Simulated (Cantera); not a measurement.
Cantera run, input and output.

```python
import numpy as np
import cantera as ct

gas = ct.Solution("gri30.yaml", transport_model="mixture-averaged")
show = ['H2', 'CO2', 'C2H2']

rows = []
print(f"{'T/K':>7s}{'rho':>11s}{'cp':>10s}{'mu':>11s}{'lambda':>11s}{'Pr':>7s}" + "".join(f"{'D_' + s:>11s}" for s in show))
for T in [400, 600, 800, 1000, 1200, 1400, 1600]:
    gas.TPX = T, 41000, {'CO2': 0.27, 'CH4': 0.33}
    Pr = gas.cp_mass * gas.viscosity / gas.thermal_conductivity
    D = [gas.mix_diff_coeffs_mole[gas.species_index(s)] for s in show]
    rows.append([gas.density, gas.cp_mass, gas.viscosity, gas.thermal_conductivity, Pr, *D])
    print(f"{T:7g}{gas.density:11.4e}{gas.cp_mass:10.1f}{gas.viscosity:11.4e}"
          f"{gas.thermal_conductivity:11.4e}{Pr:7.3f}" + "".join(f"{d:11.4e}" for d in D))
print("SI units: kg/m3, J/kg/K, Pa s, W/m/K, m2/s")
```

It prints:

```
    T/K        rho        cp         mu     lambda     Pr       D_H2      D_CO2     D_C2H2
    400 3.5292e-01    1427.5 1.7792e-05 3.7107e-02  0.684 2.8513e-04 7.2513e-05 6.2434e-05
    600 2.3528e-01    1757.5 2.4642e-05 6.2683e-02  0.691 5.6686e-04 1.4988e-04 1.2975e-04
    800 1.7646e-01    2038.0 3.0498e-05 8.9148e-02  0.697 9.1778e-04 2.4714e-04 2.1459e-04
   1000 1.4117e-01    2268.2 3.5714e-05 1.1505e-01  0.704 1.3311e-03 3.6201e-04 3.1488e-04
   1200 1.1764e-01    2449.0 4.0481e-05 1.3997e-01  0.708 1.8020e-03 4.9296e-04 4.2926e-04
   1400 1.0083e-01    2593.8 4.4913e-05 1.6379e-01  0.711 2.3271e-03 6.3892e-04 5.5677e-04
   1600 8.8230e-02    2709.7 4.9087e-05 1.8652e-01  0.713 2.9035e-03 7.9905e-04 6.9666e-04
SI units: kg/m3, J/kg/K, Pa s, W/m/K, m2/s
```

Computed with Cantera and GRI-Mech 3.0 (53 species, 325 reactions). The composition is frozen, though it would react at the higher temperatures.
